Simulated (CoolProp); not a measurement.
Values from CoolProp's reference Helmholtz-energy equation of state, de Reuck 1990.

**Question.** For fluorine, give the phase and the Joule-Thomson coefficient (K/MPa) at -121.25 °C and 0.0201 MPa; -121.25 °C and 0.286 MPa; -121.25 °C and 0.694 MPa.

**Answer.** 
- -121.25 °C and 0.0201 MPa: gas; Joule-Thomson coefficient 7.25
- -121.25 °C and 0.286 MPa: gas; Joule-Thomson coefficient 7.24
- -121.25 °C and 0.694 MPa: gas; Joule-Thomson coefficient 7.21
